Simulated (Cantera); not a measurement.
## Transport properties of process gases

Gas mixture: C2H4 : NH3 : CH3OH = 0.4 : 0.062 : 0.7 (molar parts), at 1.00 bar, frozen composition.

Cantera's kinetic-theory transport with the Lennard-Jones parameters of GRI-Mech 3.0, ideal gas; thermal conductivity in the mixture-averaged form. Polar gases are described roughly by these parameters. The composition is frozen, though it would react at the higher temperatures.

| T (K) | ρ (kg/m³) | cp (J/kg/K) | μ (µPa s) | λ (mW/m/K) | Pr | D (cm²/s) OH | D (cm²/s) N2 | D (cm²/s) O |
|---|---|---|---|---|---|---|---|---|
| 400 | 0.898 | 1712 | 13.2 | 30.7 | 0.738 | 0.424 | 0.276 | 0.432 |
| 650 | 0.553 | 2375 | 21.1 | 67.2 | 0.744 | 1.01 | 0.659 | 1.03 |
| 900 | 0.399 | 2828 | 27.9 | 107 | 0.742 | 1.76 | 1.16 | 1.80 |
| 1150 | 0.312 | 3184 | 34.0 | 145 | 0.747 | 2.67 | 1.76 | 2.72 |
| 1400 | 0.257 | 3433 | 39.5 | 182 | 0.747 | 3.72 | 2.46 | 3.79 |
| 1650 | 0.218 | 3616 | 44.6 | 216 | 0.745 | 4.89 | 3.23 | 4.99 |
| 1900 | 0.189 | 3750 | 49.3 | 249 | 0.743 | 6.19 | 4.09 | 6.31 |
| 2150 | 0.167 | 3848 | 53.7 | 279 | 0.741 | 7.60 | 5.03 | 7.76 |
| 2400 | 0.150 | 3922 | 57.9 | 307 | 0.739 | 9.13 | 6.04 | 9.31 |
D: mixture-averaged diffusion coefficient of that species in the mixture.
